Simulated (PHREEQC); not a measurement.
## Hard or scaling water (model solution)

Make-up at 25 °C: 0.007 mol CaCl2, 3.4e-05 mol Na2CO3 and 0.0013 mol H2SiF6 per kg of water. Closed to the air; pH follows from the charge balance.

The numbers come from PHREEQC with the ion-association model, phreeqc.dat.

Precipitation was switched off in this run.

### Question
Predict the pH.

### Answer
pH 2.68.

### Question
In which forms is Si present?

### Answer
SiF6-2 68 %, H4SiO4 32 % of the Si.

The solution is supersaturated, for example in Fluorite, Quartz (slow to form), so a real one may precipitate; this is no full list. Species that the database lacks are ignored. SiF6-2 is the database's only silicon fluoride.
